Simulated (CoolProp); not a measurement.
Properties of CH3F (R41) along the isotherm 320 K (Tc = 317.3 K, pc = 5.906 MPa, ω = 0.200).

Values from CoolProp's reference Helmholtz-energy equation of state, Lemmon 2006. It is a short technical equation, of lower accuracy than the large ones.

| p (MPa) | phase | density (kg/m³) | cv (kJ/(kg K)) | speed of sound (m/s) |
|---|---|---|---|---|
| 0.923 | gas | 12.58 | 0.9430 | 303.9 |
| 1.85 | gas | 27.14 | 0.9998 | 291.5 |
| 2.77 | gas | 44.28 | 1.065 | 278.1 |
| 3.69 | gas | 65.59 | 1.144 | 263.4 |
| 4.61 | gas | 94.38 | 1.245 | 246.3 |
| 5.54 | gas | 142.8 | 1.391 | 224.1 |
| 6.46 | supercritical | 401.2 | 1.431 | 227.9 |
| 7.38 | supercritical | 478.2 | 1.315 | 311.3 |
| 8.31 | supercritical | 508.1 | 1.280 | 358.6 |
| 9.23 | supercritical | 527.9 | 1.261 | 393.8 |
| 10.2 | supercritical | 543.9 | 1.248 | 424.2 |
| 11.1 | supercritical | 556.1 | 1.239 | 448.6 |
| 12 | supercritical | 566.6 | 1.232 | 470.2 |
| 12.9 | supercritical | 575.9 | 1.226 | 489.9 |
| 13.8 | supercritical | 584.3 | 1.222 | 508.0 |
| 14.8 | supercritical | 592.7 | 1.218 | 526.7 |
